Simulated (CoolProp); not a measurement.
m-xylene along the isobar 0.101 MPa: density (kg/m³) from the reference equation and from simpler models built on Tc = 343.7 °C, pc = 3.535 MPa, ω = 0.326; each cubic takes its own stable root.

The numbers come from the reference Helmholtz-energy equation of state, Zhou 2012 in CoolProp.

| T (°C) | phase | reference |
|---|---|---|
| 143.85 | gas | 3.226 |
| 149.85 | gas | 3.173 |
| 155.75 | gas | 3.122 |
| 161.75 | gas | 3.073 |
| 167.75 | gas | 3.026 |
| 173.65 | gas | 2.981 |
| 179.65 | gas | 2.937 |
| 185.55 | gas | 2.895 |
| 191.55 | gas | 2.854 |
| 197.55 | gas | 2.814 |
| 203.45 | gas | 2.776 |
| 209.45 | gas | 2.738 |
| 215.45 | gas | 2.702 |
| 221.35 | gas | 2.667 |

Question: How far does each simpler model (ideal gas, Redlich-Kwong, Soave-Redlich-Kwong, Peng-Robinson) lie from the reference over these 14 states: mean and median of the absolute difference, and the worst?

Answer: 
- ideal gas: mean 3.0 %, median 2.9 %, worst -4.1 % at 143.85 °C and 0.101 MPa
- Redlich-Kwong: mean 0.7 %, median 0.7 %, worst -1.2 % at 143.85 °C and 0.101 MPa
- Soave-Redlich-Kwong: mean 0.4 %, median 0.4 %, worst -0.7 % at 143.85 °C and 0.101 MPa
- Peng-Robinson: mean 0.2 %, median 0.2 %, worst -0.6 % at 143.85 °C and 0.101 MPa
